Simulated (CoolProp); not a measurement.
A single-stage vapour-compression cycle with carbonyl sulfide: evaporating at 227.15 K (dew point), condensing at 287.15 K (bubble point), superheat 10 K, subcooling 5 K, compressor efficiency 0.9, no pressure losses. Each further row changes one setting.

The numbers come from the reference Helmholtz-energy equation of state, Lemmon 2006 in CoolProp. It is a short technical equation, of lower accuracy than the large ones.

```tsv
case	cooling COP	pressure ratio	discharge temperature (K)	refrigerating effect (kJ/kg)	volumetric capacity (kJ/m³)
as stated	?	7.89	375.6	244	938
evaporating temperature 232.15 K	?	?	?	247	?
condensing temperature 282.15 K	3.01	6.88	365.1	251	963
subcooling 10 K	2.77	7.89	375.6	251	963
superheat 20 K	2.66	7.89	388.8	251	?
compressor efficiency 0.8	2.40	7.89	?	244	938
```

Q: Complete the blanks.

A: 
- as stated, cooling COP: 2.70
- evaporating temperature 232.15 K, cooling COP: 3.08
- evaporating temperature 232.15 K, pressure ratio: 6.35
- evaporating temperature 232.15 K, discharge temperature (K): 366.1
- evaporating temperature 232.15 K, volumetric capacity (kJ/m³): 1160
- superheat 20 K, volumetric capacity (kJ/m³): 921
- compressor efficiency 0.8, discharge temperature (K): 389.7
